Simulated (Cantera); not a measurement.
A closed system holds: 1 mol SiC, 0.62 mol N2O, 3.9 mol N2, at 1525 K and 0.110 bar.

Cantera equilibrium calculation (NASA polynomials, part measured and part estimated; ideal gas, pure solids and liquids). Candidate condensed phases: C, Si, SiC, SiO2, Si2N2O, Si3N4; 34 gas species. The numbers say what is thermodynamically allowed, not how fast it happens.

Base state: N2 0.971, CO 0.0290 (mole fractions); condensed: C(graphite) + Si2N2O(s).

What changes in the equilibrium state with this change: SiC replaced by Si3N4?


```tsv
species	before	after
N2	0.971	1.000
CO	0.0290	0
C(graphite), mol	0.880	0
Si2N2O(s), mol	0.500	0.620
Si3N4(s), mol	0	0.587
```
Mutual solubility and eutectic melting of coexisting phases are not modelled.

What changes in the equilibrium state with this change: N2O from 0.62 to 1.4 mol?


```
species            before    after
----------------  -------  -------
N2                  0.971    0.842
CO                 0.0290    0.158
SiO               8.99e-6  2.25e-5
C(graphite), mol    0.880    0.100
Si2N2O(s), mol      0.500    0.500
```

What changes in the equilibrium state with this change: N2O from 0.62 to 0.11 mol?


| species | before | after |
|---|---|---|
| N2 | 0.971 | 0.999 |
| CO | 0.0290 | 0.000595 |
| C(graphite), mol | 0.880 | 0.998 |
| Si2N2O(s), mol | 0.500 | 0.108 |
| Si3N4(s), mol | 0 | 0.261 |
Mutual solubility and eutectic melting of coexisting phases are not modelled.
